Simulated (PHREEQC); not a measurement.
Solution (25 °C): 3.2 mol NaOH, 0.37 mol K2SO4 and 0.00071 mol H4SiO4 per kg of water. Closed to the air; pH follows from the charge balance.

The numbers come from PHREEQC with the Pitzer model, pitzer.dat.

No solid was allowed to form.

Problem. What pH, osmotic coefficient, activity of water does the model give?

Solution. pH 14.58; osmotic coefficient 1.097; activity of water 0.862.

In brines, pH and single-ion activities rest on the MacInnes convention.
